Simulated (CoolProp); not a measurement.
Vapour pressure (kPa) of decamethyltetrasiloxane (MD2M): the reference equation beside estimates from Tc = 326.2 °C, pc = 1144 kPa, ω = 0.635. Clausius-Clapeyron is anchored at 72.45 °C with a constant enthalpy of vaporisation of 53.63 kJ/mol.

The numbers come from the reference Helmholtz-energy equation of state, Thol 2017 in CoolProp.

```
T (°C)  reference  Clausius-Clapeyron  van der Waals  Redlich-Kwong  Soave-Redlich-Kwong  Peng-Robinson
------  ---------  ------------------  -------------  -------------  -------------------  -------------
34.05      0.1051              0.1161          37.51          3.616               0.1217         0.1461
46.85      0.2576              0.2688          48.92          6.131               0.2868         0.3345
59.65      0.5774              0.5837          62.56          9.877               0.6234         0.7089
72.45       1.197               1.197          78.67          15.23                1.262          1.404
85.25       2.315               2.330          97.42          22.59                2.399          2.618
98.05       4.219               4.335          119.0          32.41                4.313          4.631
110.85      7.289               7.736          143.6          45.16                7.383          7.814
123.65      12.02               13.30          171.4          61.31                12.10          12.65
136.45      19.01               22.10          202.6          81.37                19.06          19.72
149.35      29.08               35.75          237.6          106.0                29.11          29.83
```

Absolute difference from the reference over all 10 rows, mean and median: Clausius-Clapeyron 7.5 and 5.2 %, van der Waals 8339.5 and 3414.4 %, Redlich-Kwong 1147.0 and 772.0 %, Soave-Redlich-Kwong 4.9 and 2.9 %, Peng-Robinson 15.1 and 11.4 %.
